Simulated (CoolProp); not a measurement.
Hydrogen chloride along the isobar 1.71 MPa: density (kg/m³) from the reference equation and from simpler models built on Tc = 324.7 K, pc = 8.314 MPa, ω = 0.130; each cubic takes its own stable root.

The numbers come from the reference Helmholtz-energy equation of state, Thol 2018 in CoolProp.

```json
[
 {"T (K)": "187.8", "phase": "liquid", "reference": "1188", "van der Waals": "704.3", "Redlich-Kwong": "1038", "Peng-Robinson": "1180"},
 {"T (K)": "218", "phase": "liquid", "reference": "1110", "van der Waals": "(withheld)", "Redlich-Kwong": "959.4", "Peng-Robinson": "1100"},
 {"T (K)": "248.2", "phase": "liquid", "reference": "1019", "van der Waals": "34.75", "Redlich-Kwong": "861.5", "Peng-Robinson": "996.8"},
 {"T (K)": "278.3", "phase": "gas", "reference": "31.35", "van der Waals": "29.82", "Redlich-Kwong": "30.59", "Peng-Robinson": "31.03"},
 {"T (K)": "308.5", "phase": "gas", "reference": "(withheld)", "van der Waals": "26.24", "Redlich-Kwong": "26.60", "Peng-Robinson": "26.87"},
 {"T (K)": "338.7", "phase": "gas", "reference": "23.80", "van der Waals": "(withheld)", "Redlich-Kwong": "23.66", "Peng-Robinson": "23.83"},
 {"T (K)": "368.8", "phase": "gas", "reference": "21.47", "van der Waals": "21.32", "Redlich-Kwong": "21.39", "Peng-Robinson": "(withheld)"},
 {"T (K)": "399", "phase": "gas", "reference": "(withheld)", "van der Waals": "19.53", "Redlich-Kwong": "(withheld)", "Peng-Robinson": "19.62"},
 {"T (K)": "429.2", "phase": "gas", "reference": "(withheld)", "van der Waals": "18.03", "Redlich-Kwong": "18.02", "Peng-Robinson": "18.06"},
 {"T (K)": "459.3", "phase": "gas", "reference": "16.76", "van der Waals": "(withheld)", "Redlich-Kwong": "16.73", "Peng-Robinson": "16.76"}
]
```

Task: Some entries are withheld; supply them.

Result: 
- 218, van der Waals: 657.6
- 308.5, reference: 26.89
- 338.7, van der Waals: 23.50
- 368.8, Peng-Robinson: 21.50
- 399, reference: 19.60
- 399, Redlich-Kwong: 19.55
- 429.2, reference: 18.05
- 459.3, van der Waals: 16.75

At some of these states van der Waals gives the other phase, because its saturation line lies elsewhere.
